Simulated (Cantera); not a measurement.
What does this Cantera script print?

```python
import numpy as np
import cantera as ct

gas = ct.Solution("gri30.yaml")
gas.TPX = 2750, 11000, {'CH4': 0.047, 'H2': 1, 'H': 0.0031, 'H2O': 0.043}
inlet = ct.Reservoir(gas, clone=True)

reactor = ct.IdealGasConstPressureReactor(gas, energy="off", clone=False)
exhaust = ct.Reservoir(gas, clone=True)
tau = [24, 3.6, 0.56, 0.085, 0.013, 0.002, 0.0003][0]
for a, b in ((inlet, reactor), (reactor, exhaust)):
    ct.MassFlowController(a, b, mdot=lambda t: reactor.mass / tau)
net = ct.ReactorNet([reactor])
show = ['CH4', 'H2', 'H', 'CH3', 'C2H6', 'C2H', 'C2H2']

rows = []
print(f"{'tau/s':>10s}{'T/K':>9s}" + "".join(f"{s:>11s}" for s in show))
for tau in [24, 3.6, 0.56, 0.085, 0.013, 0.002, 0.0003]:
    net.initial_time = 0.0
    net.advance(30 * tau)
    before = gas.X
    net.advance(40 * tau)
    drift = np.max(np.abs(gas.X - before) / (gas.X + 1e-9))
    rows.append([gas.T, *gas[show].X, drift])
    print(f"{tau:10.3e}{gas.T:9.1f}" + "".join(f"{x:11.3e}" for x in gas[show].X))
```

Result:

```
     tau/s      T/K        CH4         H2          H        CH3       C2H6        C2H       C2H2
 2.400e+01   2750.0  2.101e-06  7.818e-01  1.836e-01  8.295e-06  2.452e-13  4.033e-05  1.484e-03
 3.600e+00   2750.0  3.349e-06  7.823e-01  1.831e-01  1.317e-05  6.082e-13  4.014e-05  1.483e-03
 5.600e-01   2750.0  7.567e-06  7.854e-01  1.798e-01  2.906e-05  3.020e-12  3.955e-05  1.493e-03
 8.500e-02   2750.0  2.454e-05  8.040e-01  1.606e-01  8.203e-05  2.894e-11  3.835e-05  1.660e-03
 1.300e-02   2750.0  1.899e-04  8.616e-01  9.979e-02  3.696e-04  1.234e-09  4.240e-05  3.164e-03
 2.000e-03   2750.0  1.355e-03  8.942e-01  5.843e-02  1.496e-03  4.183e-08  6.234e-05  8.244e-03
 3.000e-04   2750.0  6.330e-03  9.005e-01  3.914e-02  4.642e-03  6.314e-07  5.901e-05  1.173e-02
```

Model: GRI-Mech 3.0 (53 species, 325 reactions), integrated in Cantera.
